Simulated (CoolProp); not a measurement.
R143a along the isotherm 226.85 °C: density (kg/m³) from the reference equation and from simpler models built on Tc = 72.7 °C, pc = 3.762 MPa, ω = 0.261; each cubic takes its own stable root.

The numbers come from the reference Helmholtz-energy equation of state, Lemmon and Jacobsen 2000 in CoolProp.

| p (MPa) | phase | reference | Redlich-Kwong | Soave-Redlich-Kwong |
|---|---|---|---|---|
| 0.145 | gas | 2.942 | 2.944 | 2.940 |
| 0.289 | gas | 5.884 | 5.892 | 5.877 |
| 0.434 | gas | 8.869 | 8.886 | 8.853 |
| 0.579 | gas | 11.88 | 11.91 | 11.85 |
| 0.723 | gas | 14.88 | 14.93 | 14.84 |
| 0.868 | gas | 17.93 | 18.00 | 17.86 |
| 1.01 | gas | 20.94 | 21.04 | 20.85 |
| 1.16 | gas | 24.14 | 24.27 | 24.02 |
| 1.3 | gas | 27.15 | 27.31 | 26.99 |
| 1.45 | gas | 30.40 | 30.60 | 30.20 |
| 1.59 | gas | 33.45 | 33.70 | 33.20 |
| 1.74 | gas | 36.75 | 37.04 | 36.44 |
| 1.88 | gas | 39.85 | 40.19 | 39.49 |
